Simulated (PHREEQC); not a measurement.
A made-up water analysis in mg/kgw, 25 °C, pH 4: Na 1610; K 0.189; Ca 56.7; Mg 157; Cl 970; S(6) as SO4 2630.

Valence states are taken as typed.

Computed with PHREEQC (Pitzer model, pitzer.dat).

Each row changes one thing in this solution. This is a speciation only: nothing precipitates in the calculation.

| case | ionic strength (mol/kgw) | HSO4- (mol/kgw) | MgOH+ (mol/kgw) | SI of Gypsum (CaSO4:2H2O) | SI of Halite (NaCl) |
|---|---|---|---|---|---|
| as made | 0.119 | 0.000100 | 3.65e-11 | -0.97 | -4.54 |
| all concentrations times 4 at the same typed pH | 0.476 | 0.000221 | 1.02e-10 | -0.33 | -3.46 |
| K from 0.189 to 0.0945 mg/kgw | 0.119 | 0.000100 | 3.65e-11 | -0.97 | -4.54 |
